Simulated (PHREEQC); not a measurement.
Solution (20 °C): 40 mmol/kgw Al2(SO4)3. Closed to the air; pH follows from the charge balance.

Model: ion-association model, phreeqc.dat, run in PHREEQC.

Precipitation was switched off in this run.

Task: Order these Al species by the share of Al that they hold, largest first: AlOH+2, AlSO4+, Al(SO4)2-, Al+3.

Result: AlSO4+ (67 %), Al(SO4)2- (22 %), Al+3 (10 %), AlOH+2 (0.31 %)

Task: Order these S species by the share of S that they hold, largest first: AlSO4+, HSO4-, Al(SO4)2-, SO4-2.

Result: AlSO4+ (45 %), Al(SO4)2- (29 %), SO4-2 (26 %), HSO4- (0.11 %)

The pH is 3.97 and the ionic strength 0.136 mol/kgw. Examples of supersaturated solids here: Gibbsite (slow to form). Others may be too. Species that the database lacks are ignored.
